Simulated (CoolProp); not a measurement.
Octamethylcyclotetrasiloxane (D4) along the isobar 1.04 MPa: fugacity coefficient from the reference equation and from simpler models built on Tc = 313.4 °C, pc = 1.347 MPa, ω = 0.598; each cubic takes its own stable root.

Model: reference Helmholtz-energy equation of state, Thol 2015, in CoolProp.

```
T (°C)   phase  reference  van der Waals  Soave-Redlich-Kwong  Peng-Robinson
------  ------  ---------  -------------  -------------------  -------------
262.65  liquid     0.4748         0.6762               0.4902         0.4755
269.15  liquid     0.5159         0.6994               0.5324         0.5163
275.65  liquid     0.5583         0.7222               0.5755         0.5580
282.05  liquid     0.6011         0.7344               0.6186         0.5998
288.55  liquid     0.6454         0.7428               0.6625         0.6424
295.05  liquid     0.6899         0.7507               0.7058         0.6845
301.55     gas     0.7114         0.7582               0.7219         0.7016
307.95     gas     0.7250         0.7652               0.7350         0.7145
314.45     gas     0.7376         0.7720               0.7474         0.7268
320.95     gas     0.7494         0.7784               0.7590         0.7383
327.45     gas     0.7604         0.7846               0.7700         0.7492
333.85     gas     0.7706         0.7905               0.7802         0.7594
340.35     gas     0.7804         0.7962               0.7901         0.7692
346.85     gas     0.7897         0.8016               0.7994         0.7785
```

At some of these states van der Waals gives the other phase, because its saturation line lies elsewhere.
